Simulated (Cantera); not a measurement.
What does this Cantera script print?

```python
import numpy as np
import cantera as ct

gas_names = """
    Pb PbS
""".split()
cond_names = """
    S(cr1) S(cr2) S(L)
""".split()


# ... load() reads the species with a 1 bar reference pressure and builds the phases ...
species = {s.name: s for s in load("nasa_gas.yaml", gas_names) + load("nasa_condensed.yaml", cond_names)}
# Each term lists the table entries of one substance; the one whose range holds T is used.
reactions = {
    'S + Pb(g) = PbS(g)':
        [(-1, ['S(cr1)', 'S(cr2)', 'S(L)']), (-1, ['Pb']), (1, ['PbS'])],
}


def pick(names, T):
    return next(species[n] for n in names if species[n].thermo.min_temp <= T <= species[n].thermo.max_temp)


results = []
for label, terms in reactions.items():
    print(label)
    print("     T/K   dH/kJ  dS/(J/K)   dG/kJ   log10 K")
    for T in [300, 898, 923, 948, 973, 998, 1023, 1048, 1073]:
        used = [(nu, pick(names, T)) for nu, names in terms]
        dH = sum(nu * s.thermo.h(T) for nu, s in used) / 1e6
        dS = sum(nu * s.thermo.s(T) for nu, s in used) / 1e3
        dG = dH - T * dS / 1e3
        logK = -dG * 1e6 / (ct.gas_constant * T * np.log(10))
        results.append((label, T, dH, dS, dG, logK, [s.name for _, s in used]))
        print(f"{T:8g} {dH:8.1f} {dS:8.1f} {dG:8.1f} {logK:8.2f}")
```

It prints:

```
S + Pb(g) = PbS(g)
     T/K   dH/kJ  dS/(J/K)   dG/kJ   log10 K
     300    -63.4     43.9    -76.6    13.34
     898    -75.8     19.9    -93.7     5.45
     923    -76.2     19.4    -94.1     5.33
     948    -76.7     18.9    -94.6     5.21
     973    -77.1     18.5    -95.1     5.10
     998    -77.5     18.1    -95.5     5.00
    1023    -77.9     17.7    -96.0     4.90
    1048    -78.3     17.3    -96.4     4.81
    1073    -78.6     17.0    -96.9     4.72
```

Standard-state values (1 bar) from the NASA 1993 polynomials, evaluated with Cantera. Condensed species are held in their standard states even where they would react or evaporate.
